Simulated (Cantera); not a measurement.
Input (Python, Cantera) and output of one run.

```python
import numpy as np
import cantera as ct

gas_names = [...]  # 113 gases of nasa_gas.yaml made of C, F, H, Si
cond_names = """
    C(gr) C6H6(L) C7H8(L) C8H18(L),n-octa Si(cr) Si(L) SiC(b)
""".split()


# ... load() reads the species with a 1 bar reference pressure and builds the phases ...
atoms = {
    'CH2F2': {'C': 1, 'H': 2, 'F': 2},
    'Si': {'Si': 1},
    'H2': {'H': 2},
}
top_T = {'C(gr)': 4500, 'SiC(b)': 3050}  # K; cautious upper limits of use, not melting points


# ... equilibrate(T, P, feed) seeds the gas with the atoms and calls Mixture.equilibrate('TP', solver="vcs", rtol=1e-11, max_steps=5000) ...
results = []
T = 3025  # K
P = 4.6  # Pa
for m in [0.15, 0.21, 0.3, 0.42, 0.6, 0.86, 1.2, 1.8, 2.5, 3.6, 5.1]:
    feed = {'CH2F2': 1, 'Si': 0.077, 'H2': m}  # mol
    mix = equilibrate(T, P, feed)
    results.append((T, P, feed, dict(zip(mix.species_names, mix.species_moles))))

top = {s: max(r[3][s] / sum(r[3][g] for g in gas_names) for r in results) for s in gas_names}
cols = sorted((s for s in top if top[s] > 1e-06), key=lambda s: -top[s])[:8]
seen = [c for c in cond_names if any(r[3].get(c, 0) > 1e-12 for r in results)]
print("log10 of partial pressures in bar; condensed amounts in mol")
print(f"{'n(H2)':>10s}" + "".join(f"{s[:9]:>10s}" for s in cols + seen))
for T, P, feed, n in results:
    ng = sum(n[g] for g in gas_names)
    print(f"{feed['H2']:10.4g}" + "".join(f"{np.log10(max(n[s] / ng * P / 1e5, 1e-99)):10.3f}" for s in cols)
          + "".join(f"{n.get(c, 0):10.4g}" for c in seen))
```

It prints:

```
log10 of partial pressures in bar; condensed amounts in mol
     n(H2)         H         F         C        HF        Si        C3        C2        CF
      0.15    -4.712    -4.785    -5.175    -5.772    -6.194    -6.339    -6.347    -6.682
      0.21    -4.699    -4.797    -5.182    -5.770    -6.203    -6.360    -6.361    -6.701
       0.3    -4.682    -4.813    -5.193    -5.769    -6.216    -6.391    -6.382    -6.727
      0.42    -4.661    -4.834    -5.206    -5.769    -6.233    -6.432    -6.409    -6.762
       0.6    -4.634    -4.863    -5.226    -5.772    -6.257    -6.491    -6.448    -6.811
      0.86    -4.603    -4.903    -5.253    -5.780    -6.290    -6.571    -6.502    -6.877
       1.2    -4.571    -4.950    -5.286    -5.795    -6.330    -6.670    -6.568    -6.957
       1.8    -4.530    -5.022    -5.338    -5.826    -6.393    -6.828    -6.674    -7.082
       2.5    -4.498    -5.094    -5.393    -5.865    -6.456    -6.992    -6.783    -7.209
       3.6    -4.464    -5.187    -5.467    -5.925    -6.541    -7.216    -6.932    -7.376
       5.1    -4.436    -5.288    -5.553    -5.999    -6.635    -7.471    -7.102    -7.563
```

Equilibrium computed with Cantera from the NASA thermochemical tables; the gas is ideal and each condensed phase is pure. The tables' values for SiF, SiF2 are old estimates; treat these amounts as uncertain.
